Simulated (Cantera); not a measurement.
Stirred combustor or abatement burner

A perfectly stirred reactor is fed with H2 : O2 : N2 : NO = 1 : 0.455 : 1.64 : 0.0061 (molar parts), at 5.00 bar; it is adiabatic with a 500 K inlet, and is followed from long to short residence time, starting on the burning branch (τ in s: 0.31, 0.11, 0.039, 0.013, 0.0047, 0.0017, 0.00058, 0.0002, 7.1e-05, 2.5e-05).

Model: GRI-Mech 3.0 (53 species, 325 reactions), integrated in Cantera. The hydrogen kinetics of GRI-Mech 3.0 are dated; newer H2 mechanisms differ, most at raised pressure. The mechanism lacks 2 NO + O2 → 2 NO2 and HONO, so NO2 and the effect of NO are under-described below about 1400 K.

```
τ (s)    T (K)    x H2     x O2     x NO      x H   x N2   x H2O2  x H2O
-------  -----  ------  -------  -------  -------  -----  -------  -----
0.31      2590  0.0379  0.00129  0.00186  0.00324  0.616  2.27e-7  0.333
0.11      2590  0.0380  0.00130  0.00187  0.00326  0.616  2.28e-7  0.333
0.039     2589  0.0380  0.00132  0.00189  0.00329  0.616  2.31e-7  0.333
0.013     2586  0.0383  0.00139  0.00193  0.00338  0.616  2.40e-7  0.332
0.0047    2579  0.0388  0.00158  0.00201  0.00362  0.615  2.61e-7  0.331
0.0017    2564  0.0399  0.00202  0.00214  0.00421  0.615  3.12e-7  0.329
0.00058   2529  0.0423  0.00305  0.00225  0.00560  0.613  4.17e-7  0.324
0.00020   2468  0.0463  0.00495  0.00230  0.00840  0.610  5.87e-7  0.315
7.1e-5    2371  0.0519  0.00793  0.00229   0.0134  0.605  8.19e-7  0.303
2.5e-5    2231  0.0589   0.0123  0.00226   0.0218  0.598  1.18e-6  0.287
```
x: mole fraction; the columns are a selection and need not sum to one.
